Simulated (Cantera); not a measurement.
Feed: 1 mol SiCl4, 2.1 mol Cl2, 1 mol H2, held at 1148.15 K and 100000 Pa.

Method: chemical equilibrium by Gibbs-energy minimisation in Cantera with the NASA 1993 tables (ideal gas, pure condensed phases). Candidate condensed phases: Si; 19 gas species. Rates play no part.

Base state: HCl 0.487, Cl2 0.267, SiCl4 0.244, Cl 0.00139 (mole fractions); condensed: gas only.

Question: What changes in the equilibrium state with this change: pressure from 100000 Pa to 420000 Pa?

Answer: 
```tsv
species	before	after
HCl	0.487	0.488
Cl2	0.267	0.268
SiCl4	0.244	0.244
Cl	0.00139	0.000678
```
